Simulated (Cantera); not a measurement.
Input: 1 mol C₂H₂, 0.79 mol H₂O, 3.9 mol N₂, at 2677 °C and 0.133 bar.

Equilibrium computed with Cantera from the NASA thermochemical tables; the gas is ideal and each condensed phase is pure. Candidate condensed phases: C, C₆H₆, C₇H₈, C₈H₁₈, H₂O; 136 gas species. Kinetics and transport are ignored.

Base state: N₂ 0.524, H₂ 0.146, H 0.141, CO 0.113, HCN 0.0507, HNC 0.00918, C₂H₂ (acetylene) 0.00784, CN 0.00482 (mole fractions); condensed: C(graphite).

What changes in the equilibrium state with this change: N₂ from 3.9 to 23 mol?


```tsv
species	before	after
N₂	0.524	0.851
H	0.141	0.0561
CO	0.113	0.0299
H₂	0.146	0.0230
HCN	0.0507	0.0255
C₄H₂	0.000175	2.71e-5
C₂H₂ (acetylene)	0.00784	0.00122
C₂H₂ (vinylidene)	2.20e-5	3.43e-6
C₂H	0.00121	0.000476
CH	1.60e-5	6.31e-6
C(graphite), mol	0.585	0
```

What changes in the equilibrium state with this change: pressure from 0.133 bar to 2.10 bar?


```csv
species,before,after
N₂,0.524,0.552
H₂,0.146,0.202
CO,0.113,0.119
H,0.141,0.0419
C₂H₂ (acetylene),0.00784,0.0108
HNC,0.00918,0.0111
HCN,0.0507,0.0611
C₂,0.000137,8.69e-6
C₃,0.00136,8.64e-5
C,0.000234,1.49e-5
C₅,2.13e-5,1.36e-6
"C(graphite), mol",0.585,0.560
```
